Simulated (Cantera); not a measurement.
Input: 1 mol SiHCl₃, 45 mol N₂, 11 mol H₂, at 10000 Pa.

Cantera equilibrium calculation (NASA polynomials, part measured and part estimated; ideal gas, pure solids and liquids). Candidate condensed phases: NH₄Cl, Si, Si₃N₄; 28 gas species. N₂ is the only nitrogen source here; it is nearly inert below about 1500 K, so the nitride shown seldom forms there in practice. Gases not in the tables: Si₂H₆ and higher silanes. Kinetics and transport are ignored.

### Question
Which condensed phases are stable at each of these points (T (K)): 1023, 1123, 1223, 1323, 1423, 1523, 1623, 1723, 1823, 1923, 2023?

### Answer
```json
[
 {"T (K)": "1023", "condensed phases": "Si₃N₄(s)", "Si condensed (%)": "99.8"},
 {"T (K)": "1123", "condensed phases": "Si₃N₄(s)", "Si condensed (%)": "99.8"},
 {"T (K)": "1223", "condensed phases": "Si₃N₄(s)", "Si condensed (%)": "99.8"},
 {"T (K)": "1323", "condensed phases": "Si₃N₄(s)", "Si condensed (%)": "99.7"},
 {"T (K)": "1423", "condensed phases": "Si₃N₄(s)", "Si condensed (%)": "99.1"},
 {"T (K)": "1523", "condensed phases": "Si₃N₄(s)", "Si condensed (%)": "97.0"},
 {"T (K)": "1623", "condensed phases": "Si₃N₄(s)", "Si condensed (%)": "90.8"},
 {"T (K)": "1723", "condensed phases": "Si₃N₄(s)", "Si condensed (%)": "77.9"},
 {"T (K)": "1823", "condensed phases": "Si₃N₄(s)", "Si condensed (%)": "58.6"},
 {"T (K)": "1923", "condensed phases": "Si₃N₄(s)", "Si condensed (%)": "36.1"},
 {"T (K)": "2023", "condensed phases": "Si(l)", "Si condensed (%)": "30.1"}
]
```

From 1023 K to 1923 K the condensed part is Si₃N₄(s). At 2023 K the condensed part is Si(l).
